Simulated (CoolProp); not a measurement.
Methane at 365.08 K and 0.56 MPa is compressed adiabatically to 2.28 MPa with isentropic efficiency 0.9. Each further row changes one setting.

The numbers come from the reference Helmholtz-energy equation of state, Setzmann 1991 in CoolProp.

```csv
case,work (kJ/kg),final temperature (K),final density (kg/m³)
as stated,___,495.8,8.88
efficiency 1,___,484.0,9.10
efficiency 0.65,472,539.5,___
```

Task: Fill in the missing entries.

Result: 
- as stated, work (kJ/kg): 341
- efficiency 1, work (kJ/kg): 307
- efficiency 0.65, final density (kg/m³): 8.14
